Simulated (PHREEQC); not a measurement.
Dissolve 0.25 mol HCl and 0.0016 mol Al2(SO4)3 per kg of water at 25 °C. Closed to the air; pH follows from the charge balance.

Model: ion-association model, phreeqc.dat, run in PHREEQC.

No solid was allowed to form.

Q: What pH does the model give?

A: pH 0.71.

Q: In which forms is S present?

A: HSO4- 83 %, SO4-2 12 %, AlSO4+ 4.9 % of the S.
